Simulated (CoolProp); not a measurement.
CH2F2 (R32) along the isotherm 161.85 °C: fugacity coefficient from the reference equation and from simpler models built on Tc = 78.1 °C, pc = 57.83 bar, ω = 0.277; each cubic takes its own stable root.

Computed with CoolProp (reference Helmholtz-energy equation of state, Tillner-Roth 1997).

```
p (bar)          phase  reference
-------  -------------  ---------
18.1               gas     0.9456
36.1               gas     0.8938
54.2               gas     0.8440
72.3     supercritical     0.7966
90.4     supercritical     0.7518
108      supercritical     0.7110
126      supercritical     0.6724
145      supercritical     0.6354
163      supercritical     0.6044
181      supercritical     0.5771
199      supercritical     0.5534
217      supercritical     0.5329
235      supercritical     0.5151
253      supercritical     0.4997
271      supercritical     0.4863
289      supercritical     0.4747
```

Question: How far does each simpler model (van der Waals, Redlich-Kwong) lie from the reference over these 16 states: mean and median of the absolute difference, and the worst?

Answer: 
- van der Waals: mean 1.9 %, median 1.9 %, worst +4.1 % at 161.85 °C and 289 bar
- Redlich-Kwong: mean 1.2 %, median 0.8 %, worst +4.1 % at 161.85 °C and 289 bar
